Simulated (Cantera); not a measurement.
Source: NASA polynomial tables (part measured, part estimated), evaluated in Cantera. Values are per mole of reaction as written; species without (g) are pure solids or liquids, kept so even where they would boil at 1 bar.

**Question.** Between 1873 and 2873 K, where is each reaction favourable under standard conditions?
- 3 Ta2O5 = 6 TaO2(g) + O3(g)
- NH3(g) + 2 TaO2(g) = 2 Ta + 3 OH(g) + NO(g)

**Answer.** 
- 3 Ta2O5 = 6 TaO2(g) + O3(g): ΔG° is 2527 kJ at 1873 K and 1498 kJ at 2873 K; it stays positive (K < 1). ΔH° is 4194 kJ and ΔS° 938 J/K at 2873 K.
- NH3(g) + 2 TaO2(g) = 2 Ta + 3 OH(g) + NO(g): ΔG° is 436 kJ at 1873 K and 298 kJ at 2873 K; it stays positive (K < 1). ΔH° is 706 kJ and ΔS° 142 J/K at 2873 K.
